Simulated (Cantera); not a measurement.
A closed system holds: 1 mol SiHCl3, 46 mol N2, 31 mol H2, held at 93.0 Pa.

These are equilibrium values from Cantera (NASA tables, ideal gas, pure condensed phases), not measurements of a reactor. Candidate condensed phases: NH4Cl, Si, Si3N4; 28 gas species. N2 is the only nitrogen source here; it is nearly inert below about 1500 K, so the nitride shown seldom forms there in practice. Gases not in the tables: Si2H6 and higher silanes. Kinetics and transport are ignored.

Task: What share of the Si ends up in condensed phases as a function of T (K), at 725, 875, 1025, 1175, 1325, 1475, 1625, 1775, 1925, 2075?

Result: 
```tsv
T (K)	Si condensed (%)	as
725	100.0	Si3N4(s)
875	100.0	Si3N4(s)
1025	100.0	Si3N4(s)
1175	99.9	Si3N4(s)
1325	98.8	Si3N4(s)
1475	88.6	Si3N4(s)
1625	53.1	Si3N4(s)
1775	32.4	Si(l)
1925	0.0	-
2075	0.0	-
```
